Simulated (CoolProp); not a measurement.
A closed Brayton cycle with carbon dioxide: compressor inlet 316.15 K and 8.3 MPa, high pressure 21.8 MPa, turbine inlet 830 K, compressor efficiency 0.8, turbine efficiency 0.85, recuperator effectiveness 0.9 (on enthalpy, no pinch check). Each further row changes one setting.

Model: reference Helmholtz-energy equation of state, Span 1996, in CoolProp.

| case | thermal efficiency (%) | net work (kJ/kg) | compressor to turbine work | compressor exit (K) | turbine exit (K) |
|---|---|---|---|---|---|
| as stated | … | 76.6 | 0.36 | 388.2 | 720.2 |
| turbine inlet 780 K | 29.4 | 68.4 | … | 388.2 | 674.1 |
| compressor inlet 326.15 K | 29.5 | … | 0.44 | 409.2 | 720.2 |
| high pressure 18.5 MPa | … | 66.4 | … | 375.6 | 738.4 |
| recuperator effectiveness 0.5 | 19.1 | 76.6 | 0.36 | 388.2 | 720.2 |

Fill in the missing entries.


- as stated, thermal efficiency (%): 31.1
- turbine inlet 780 K, compressor to turbine work: 0.39
- compressor inlet 326.15 K, net work (kJ/kg): 67.5
- high pressure 18.5 MPa, thermal efficiency (%): 29.7
- high pressure 18.5 MPa, compressor to turbine work: 0.34
